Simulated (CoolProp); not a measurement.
Aqueous calcium chloride as a coolant, at 16 °C, 1 atm.

The numbers come from the Melinder's fits for secondary coolants in CoolProp.

```csv
mass %,freezing point (°C),conductivity (W/(m K)),density (kg/m³),viscosity (mPa s),cp (kJ/(kg K))
4.8,-2.3,0.586,1038,1.25,3.894
6.8,-3.4,0.584,1056,1.31,3.779
8.7,-4.8,0.582,1074,1.38,3.672
10.7,-6.5,0.580,1093,1.46,3.562
12.7,-8.4,0.577,1112,(withheld),3.454
14.7,-10.7,0.575,1131,1.67,3.350
16.6,-13.1,0.573,1149,1.80,3.255
18.6,-16.0,0.571,(withheld),1.96,3.162
20.6,-19.3,0.568,(withheld),2.16,3.076
22.6,(withheld),0.565,1207,2.39,2.998
```

**Question.** Complete the blanks.

**Answer.** 
- 12.7, viscosity (mPa s): 1.56
- 18.6, density (kg/m³): 1168
- 20.6, density (kg/m³): 1187
- 22.6, freezing point (°C): -23.2
